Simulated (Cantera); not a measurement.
What does this Cantera script print?

```python
import numpy as np
import cantera as ct

gas_names = """
    AL ALF ALF2 ALF3 ALH ALN AL2 AL2F6 F F2 H HF H2 H2F2 H3F3 H4F4 H5F5 H6F6 H7F7 N NF NF2 NF3 NH NH2
    NH3 N2 N2H2 N2H4
""".split()
cond_names = """
    AL(cr) AL(L) ALF3(a) ALF3(b) ALF3(L) ALN(s)
""".split()


def load(file, names, dense=False):
    # The tables refer to 1 bar. Condensed volumes are neglected.
    table = {s.name: s for s in ct.Species.list_from_file(file)}
    out = []
    for n in names:
        d = dict(table[n].input_data)
        d["thermo"] = dict(d["thermo"], **{"reference-pressure": 1e5})
        if dense:
            d["equation-of-state"] = {"model": "constant-volume", "density": "1e6 g/cm^3"}
        out.append(ct.Species.from_dict(d))
    return out


gas = ct.Solution(thermo="ideal-gas", species=load("nasa_gas.yaml", gas_names))
cond = {s.name: ct.Solution(thermo="fixed-stoichiometry", species=[s], name=s.name)
        for s in load("nasa_condensed.yaml", cond_names, dense=True)}
atoms = {
    'AlN': {'AL': 1, 'N': 1},
    'HF': {'H': 1, 'F': 1},
}
top_T = {'ALN(s)': 2750}  # K; cautious upper limits of use, not melting points


def equilibrate(T, P, feed):
    n = {}
    for name, mol in feed.items():
        for a, k in atoms[name].items():
            n[a] = n.get(a, 0.0) + k * mol
    gas.TPX = T, P, n
    mass = sum(n.values()) * gas.mean_molecular_weight
    gas.equilibrate("TP")
    valid = [c for c in cond.values() if c.min_temp <= T <= top_T.get(c.name, c.max_temp)]
    mix = ct.Mixture([(gas, mass / gas.mean_molecular_weight)] + [(c, 0.0) for c in valid])
    mix.T, mix.P = T, P
    mix.equilibrate("TP", solver="vcs", rtol=1e-11, max_steps=5000)
    return mix


results = []
feed = {'AlN': 1, 'HF': 13}  # mol
T = 1348.15  # K
P = 10000  # Pa
mix = equilibrate(T, P, feed)
results.append((T, P, feed, dict(zip(mix.species_names, mix.species_moles))))
x = sorted(zip(gas.X, gas.species_names), reverse=True)
print(f"T = {T:g} K  P = {P:g} Pa  gas = {mix.phase_moles(0):.4g} mol")
print("   x: " + "  ".join(f"{s} {v:.3e}" for v, s in x if v > 0.0001))
print("   condensed (mol): " + ("  ".join(f"{mix.phase(i).name} {mix.phase_moles(i):.4g}"
      for i in range(1, mix.n_phases) if mix.phase_moles(i) > 1e-12) or "none"))
```

Output:

```
T = 1348.15 K  P = 10000 Pa  gas = 12.99 mol
   x: HF 7.699e-01  H2 1.155e-01  ALF3 7.535e-02  N2 3.849e-02  AL2F6 8.166e-04
   condensed (mol): none
```

Cantera equilibrium calculation (NASA polynomials, part measured and part estimated; ideal gas, pure solids and liquids).
